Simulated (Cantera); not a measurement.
A perfectly stirred reactor is fed with CH4 : CO : O2 : N2 = 1 : 0.18 : 3.03 : 11.4 (molar parts), at 6380 Torr; it is adiabatic with a 650 K inlet, and is followed from long to short residence time, starting on the burning branch (τ in s: 0.18, 0.084, 0.04, 0.019, 0.009, 0.0043, 0.002, 0.00096, 0.00046, 0.00022, 0.0001, 4.9e-05, 2.3e-05).

Cantera simulation using GRI-Mech 3.0 (53 species, 325 reactions); the numbers are that mechanism's predictions, not measurements.

x: mole fraction; the columns are a selection and need not sum to one.

```csv
τ (s),T (K),x CH4,x CO,x O2,x OH,x CO2,x C2H2
0.18,2103,4.98e-7,0.000337,0.0594,0.00161,0.0756,5.99e-12
0.084,2105,1.05e-6,0.000357,0.0597,0.00164,0.0756,2.60e-11
0.040,2105,2.14e-6,0.000394,0.0600,0.00167,0.0756,1.06e-10
0.019,2105,4.34e-6,0.000467,0.0602,0.00172,0.0755,4.16e-10
0.0090,2103,8.57e-6,0.000608,0.0603,0.00181,0.0753,1.49e-9
0.0043,2100,1.61e-5,0.000869,0.0604,0.00197,0.0751,4.54e-9
0.0020,2095,2.96e-5,0.00135,0.0607,0.00223,0.0745,1.20e-8
0.00096,2086,5.09e-5,0.00214,0.0610,0.00258,0.0737,2.59e-8
0.00046,2071,…,…,0.0616,…,0.0722,…
0.00022,2049,…,…,0.0627,…,0.0700,…
0.00010,2011,0.000272,0.00906,0.0647,0.00394,0.0660,1.76e-7
4.9e-5,1958,0.000520,0.0145,0.0680,0.00403,0.0600,3.68e-7
2.3e-5,650,0.0641,0.0115,0.194,<1e-12,<1e-12,<1e-12
```

Fill in the missing entries.


- 0.00046, x CH4: 8.62e-5
- 0.00046, x CO: 0.00342
- 0.00046, x OH: 0.00302
- 0.00046, x C2H2: 4.98e-8
- 0.00022, x CH4: 0.000147
- 0.00022, x CO: 0.00548
- 0.00022, x OH: 0.00350
- 0.00022, x C2H2: 9.09e-8
